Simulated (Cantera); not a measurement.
Input: 1 mol Si(CH₃)₄, 0.01 mol C₃H₈, 14 mol H₂, held at 1050 °C and 0.133 bar.

These are equilibrium values from Cantera (NASA tables, ideal gas, pure condensed phases), not measurements of a reactor. Candidate condensed phases: C, C₆H₆, C₇H₈, C₈H₁₈, Si, SiC; 87 gas species. Rates play no part.

Base state: H₂ 0.999, CH₄ 0.000904 (mole fractions); condensed: C(graphite) + SiC(s).

Task: What changes in the equilibrium state with this change: temperature from 1050 °C to 1875 °C?

Result: 
| species | before | after |
|---|---|---|
| H₂ | 0.999 | 0.986 |
| H | 4.35e-6 | 0.0113 |
| C₂H₂ (acetylene) | 8.26e-7 | 0.00189 |
| Si | <1e-9 | 0.000151 |
| SiH | <1e-9 | 2.68e-5 |
| SiH₂ | <1e-9 | 2.09e-5 |
| SiC₂ | <1e-9 | 1.18e-5 |
| C(graphite), mol | 3.01 | 2.96 |
| SiC(s), mol | 1.00 | 0.995 |
Gases not in the tables: Si₂H₆ and higher silanes.

Task: What changes in the equilibrium state with this change: Si(CH₃)₄ replaced by CH₃SiH₃?

Result: 
```json
[
 {"species": "H₂", "before": "0.999", "after": "0.999"},
 {"species": "CH₄", "before": "0.000904", "after": "0.000904"},
 {"species": "C(graphite), mol", "before": "3.01", "after": "0.0146"},
 {"species": "SiC(s), mol", "before": "1.00", "after": "1.00"}
]
```
The feed counts by its element totals alone.

Task: What changes in the equilibrium state with this change: Si(CH₃)₄ replaced by SiH₂Cl₂?

Result: 
```tsv
species	before	after
H₂	0.999	0.911
HCl	0	0.0663
SiCl₂	0	0.0132
SiCl₄	0	0.00384
SiCl₃	0	0.00304
C(graphite), mol	3.01	0
SiC(s), mol	1.00	0.0300
Si(s), mol	0	0.604
```
Mutual solubility and eutectic melting of coexisting phases are not modelled. The tables' values for SiCl₃ are old estimates; treat these amounts as uncertain.
